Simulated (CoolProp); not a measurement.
A Linde-Hampson liquefier for nitrogen: isothermal reversible compression at 200 K from 1 atm to 30 MPa, throttling to 1 atm, return gas leaving the recuperator 5 K below the feed. Each further row changes one setting.

Model: reference Helmholtz-energy equation of state, Span 2000, in CoolProp.

```
case                        liquid yield per pass  compression work (kJ/kg of gas)
--------------------------  ---------------------  -------------------------------
as stated                              (withheld)                              320
high pressure 60 MPa                   (withheld)                       (withheld)
warm-end temperature 230 K             (withheld)                              380
warm-end gap 10 K                      (withheld)                              320
```

**Question.** What belongs in the gaps?

**Answer.** 
- as stated, liquid yield per pass: 0.245
- high pressure 60 MPa, liquid yield per pass: 0.218
- high pressure 60 MPa, compression work (kJ/kg of gas): 375
- warm-end temperature 230 K, liquid yield per pass: 0.174
- warm-end gap 10 K, liquid yield per pass: 0.233
